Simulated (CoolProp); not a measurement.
Saturation properties of R365MFC.

Computed with CoolProp (reference Helmholtz-energy equation of state, Lemmon 2016).

```
T (K)  p (bar)  liquid density (kg/m³)  enthalpy of vaporisation (kJ/kg)  liquid cp (kJ/(kg K))  vapour Z  surface tension (mN/m)
-----  -------  ----------------------  --------------------------------  ---------------------  --------  ----------------------
297.3   0.5484                    1259                             195.7                  1.375    0.9705                    15.2
313.8    1.030                       …                             188.0                  1.409    0.9537                    13.3
330.3    1.797                       …                             179.6                  1.446    0.9314                    11.5
346.8    2.949                    1146                             170.5                  1.488    0.9031                    9.79
363.2    4.586                    1103                             160.6                  1.535    0.8684                    8.10
379.7    6.854                    1056                             149.5                  1.594         …                    6.46
396.2    9.886                       …                             136.9                  1.669    0.7749                    4.89
412.7    13.85                   944.0                             122.0                  1.778    0.7123                    3.41
429.2    18.95                   870.4                             103.4                  1.970    0.6335                    2.03
```

Problem. Complete the blanks.

Solution. 
- 313.8, liquid density (kg/m³): 1223
- 330.3, liquid density (kg/m³): 1185
- 379.7, vapour Z: 0.8261
- 396.2, liquid density (kg/m³): 1004

It boils at 313.3 K under 1 atm.

Surface tension comes from a separate correlation (Mulero 2012).
